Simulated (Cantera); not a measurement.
Input (Python, Cantera):

```python
import numpy as np
import cantera as ct

gas = ct.Solution("gri30.yaml")
gas.TPX = 1373, 2666, {'H2': 0.37, 'O2': 1, 'N2': 0.014}
reactor = ct.IdealGasConstPressureReactor(gas, energy="off", clone=False)
net = ct.ReactorNet([reactor])
net.rtol, net.atol = 1e-08, 1e-18
show = ['H2', 'O2', 'OH', 'HO2', 'H2O', 'H2O2', 'O']
times = np.geomspace(3e-06, 30, 11)

steps = ct.SolutionArray(gas, extra=["t"])
rows = []
print(f"{'t/s':>10s}{'T/K':>9s}{'P/Pa':>11s}" + "".join(f"{s:>11s}" for s in show))
for t in times:
    while net.time < t:
        t_next = net.step()
        steps.append(gas.state, t=t_next)
    rows.append([np.interp(t, steps.t, y) for y in (steps.T, steps.P, *steps(*show).X.T)])
    print(f"{t:10.3e}{rows[-1][0]:9.1f}{rows[-1][1]:11.4g}" + "".join(f"{x:11.3e}" for x in rows[-1][2:]))
rate = np.gradient(steps.T, steps.t)
print("integrator steps:", len(steps.t))
if steps.T.max() > steps.T[0] + 200:
    print(f"time of steepest temperature rise: {steps.t[rate.argmax()]:.4e} s")
gas.TPX = 1373, 2666, {'H2': 0.37, 'O2': 1, 'N2': 0.014}
gas.equilibrate("TP")
print(f"equilibrium (TP): T = {gas.T:.1f} K  " + "  ".join(f"{s} {gas[s].X[0]:.3e}" for s in show))
```

Result:

```
       t/s      T/K       P/Pa         H2         O2         OH        HO2        H2O       H2O2          O
 3.000e-06   1373.0       2666  2.673e-01  7.225e-01  1.574e-09  1.850e-08  3.455e-10  4.569e-12  1.670e-09
 1.504e-05   1373.0       2666  2.673e-01  7.225e-01  2.620e-08  9.271e-08  3.039e-08  1.139e-10  3.197e-08
 7.536e-05   1373.0       2666  2.673e-01  7.225e-01  1.509e-06  4.698e-07  5.309e-06  2.777e-09  2.000e-06
 3.777e-04   1373.0       2666  2.037e-02  5.732e-01  2.084e-02  1.255e-05  1.917e-01  6.005e-07  9.185e-02
 1.893e-03   1373.0       2666  1.329e-02  6.013e-01  1.788e-02  1.406e-05  2.315e-01  6.366e-07  6.979e-02
 9.487e-03   1373.0       2666  2.846e-03  6.645e-01  8.624e-03  1.195e-05  2.950e-01  5.331e-07  1.297e-02
 4.755e-02   1373.0       2666  1.140e-04  6.786e-01  1.744e-03  1.646e-06  3.073e-01  1.157e-07  5.116e-04
 2.383e-01   1373.0       2666  8.207e-06  6.795e-01  4.721e-04  1.931e-07  3.083e-01  2.179e-08  3.732e-05
 1.194e+00   1373.0       2666  1.208e-06  6.797e-01  1.819e-04  1.099e-07  3.085e-01  5.492e-09  5.538e-06
 5.986e+00   1373.0       2666  6.845e-07  6.797e-01  1.368e-04  1.235e-07  3.085e-01  3.873e-09  3.136e-06
 3.000e+01   1373.0       2666  6.835e-07  6.797e-01  1.367e-04  1.236e-07  3.085e-01  3.870e-09  3.132e-06
integrator steps: 1870
equilibrium (TP): T = 1373.0 K  H2 6.836e-07  O2 6.796e-01  OH 1.367e-04  HO2 1.235e-07  H2O 3.085e-01  H2O2 3.870e-09  O 3.132e-06
```

Detailed kinetics in Cantera: GRI-Mech 3.0 (53 species, 325 reactions). Radical loss at walls, strong at low pressure, is not modelled. The temperature is held fixed by assumption; the heat of reaction is taken as removed at once.
